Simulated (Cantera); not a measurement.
Input: 1 mol B2O3, 5.9 mol H2O, 6.5 mol N2, equilibrated at 1925 K and 0.000370 bar.

These are equilibrium values from Cantera (NASA tables, ideal gas, pure condensed phases), not measurements of a reactor. Candidate condensed phases: B, BN, B2O3, B3O3H3, H2O; 39 gas species. The numbers say what is thermodynamically allowed, not how fast it happens.

Base state: N2 0.473, H2O 0.329, HBO2 0.132, H2 0.0266, O2 0.0106, OH 0.00867, H 0.00810, B2O3 0.00486 (mole fractions); condensed: gas only.

Problem. What changes in the equilibrium state with this change: B2O3 replaced by B2H6?

Solution. 
```csv
species,before,after
N2,0.473,0.390
H2,0.0266,0.344
H2O,0.329,0.123
O2,0.0106,8.90e-6
H,0.00810,0.0292
HBO2,0.132,0.101
B2O2,2.33e-7,1.27e-5
NO,0.00108,2.83e-5
```
The feed counts by its element totals alone.

Problem. What changes in the equilibrium state with this change: B2O3 replaced by B?

Solution. 
```
species   before     after
-------  -------  --------
N2         0.473     0.498
H2O        0.329     0.295
H2        0.0266     0.111
HBO2       0.132    0.0719
O2        0.0106  0.000495
H        0.00810    0.0165
O        0.00197  0.000425
NO       0.00108  0.000238
```
